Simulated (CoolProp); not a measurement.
n-undecane along the isobar 2.39 MPa: density (kg/m³) from the reference equation and from simpler models built on Tc = 638.8 K, pc = 1.990 MPa, ω = 0.539; each cubic takes its own stable root.

The numbers come from the reference Helmholtz-energy equation of state, Aleksandrov 2011 in CoolProp. It is a short technical equation, of lower accuracy than the large ones.

| T (K) | phase | reference |
|---|---|---|
| 499.9 | liquid | 577.2 |
| 509.9 | liquid | 567.7 |
| 520 | liquid | 557.7 |
| 530 | liquid | 547.5 |
| 540 | liquid | 536.8 |
| 550 | liquid | 525.7 |
| 560 | liquid | 514.0 |
| 570 | liquid | 501.5 |
| 580 | liquid | 488.2 |
| 590 | liquid | 473.8 |
| 600 | liquid | 458.0 |
| 610 | liquid | 440.2 |
| 620 | liquid | 419.5 |

Q: How far does each simpler model (van der Waals, Redlich-Kwong, Peng-Robinson) lie from the reference over these 13 states: mean and median of the absolute difference, and the worst?

A: 
- van der Waals: mean 42.4 %, median 42.7 %, worst -43.6 % at 499.9 K and 2.39 MPa
- Redlich-Kwong: mean 22.8 %, median 22.6 %, worst -25.1 % at 620 K and 2.39 MPa
- Peng-Robinson: mean 6.4 %, median 5.5 %, worst -12.2 % at 620 K and 2.39 MPa
